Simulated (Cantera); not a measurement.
A closed system holds: 1 mol MgO, 0.91 mol SO₃, a varied amount of CO₂, held at 1325 K and 0.770 bar.

These are equilibrium values from Cantera (NASA tables, ideal gas, pure condensed phases), not measurements of a reactor. Candidate condensed phases: C, Mg, MgCO₃, MgO, MgS, MgSO₄, S; 26 gas species. Mutual solubility and eutectic melting of coexisting phases are not modelled. Rates play no part.

### Question
At 0.42 mol CO₂, list the 4 most abundant gas species with their mole fractions, and the condensed phases.

### Answer
SO₂ 0.477, CO₂ 0.264, O₂ 0.238, SO₃ 0.0211. Condensed: MgO(s) + MgSO₄(s).
